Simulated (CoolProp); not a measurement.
Properties of ammonia along the isotherm 601.4 K (Tc = 405.6 K, pc = 11.36 MPa, ω = 0.256).

The numbers come from the reference Helmholtz-energy equation of state, Gao 2020 in CoolProp.

```csv
p (MPa),phase,Z,cv (kJ/(kg K)),speed of sound (m/s),isothermal compressibility (1/MPa),viscosity (µPa s),Prandtl number
1.78,gas,0.9870,2.181,596.2,0.5692,21.8,0.847
3.55,gas,0.9741,2.202,592.7,0.2891,21.9,0.857
5.33,gas,0.9612,2.223,589.3,0.1951,22.0,0.868
7.1,gas,0.9485,2.244,586.2,0.1484,22.2,0.878
8.88,gas,0.9359,2.265,583.3,0.1201,22.3,0.889
10.7,gas,0.9232,2.286,580.7,0.1010,22.5,0.900
12.4,supercritical,0.9115,2.305,578.5,0.08811,22.7,0.911
14.2,supercritical,0.8994,2.324,576.6,0.07781,23.0,0.922
16,supercritical,0.8876,2.343,575.1,0.06978,23.3,0.933
17.8,supercritical,0.8761,2.362,574.0,0.06332,23.6,0.945
19.5,supercritical,0.8657,2.378,573.4,0.05826,23.9,0.956
21.3,supercritical,0.8550,2.395,573.3,0.05371,24.2,0.967
23.1,supercritical,0.8449,2.411,573.6,0.04979,24.6,0.978
24.9,supercritical,0.8353,2.426,574.5,0.04637,25.0,0.988
26.6,supercritical,0.8267,2.439,575.8,0.04349,25.5,0.997
28.4,supercritical,0.8182,2.452,577.7,0.04073,25.9,1.01
```

Viscosity comes from a separate model (Fenghour 1995). Thermal conductivity comes from a separate model (Tufeu 1984).
